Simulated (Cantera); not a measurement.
**Ignition delay**

Mixture: 13.9 % CH₄, 1.04 % H₂, 23.7 % O₂, 61.4 % N₂, equivalence ratio 1.2, at 1.01 bar, adiabatic and at constant pressure. Ignition delay is the time to a rise of 400 K.

Model: GRI-Mech 3.0 (53 species, 325 reactions), integrated in Cantera.

```csv
T0 (K),delay (ms)
1175,22.4
1225,12.3
1275,6.81
1325,3.85
1375,2.24
1425,1.34
```

```
Property                                                 Value
--------------------------------------------------  ----------
apparent activation energy between 1325 and 1425 K  170 kJ/mol
```
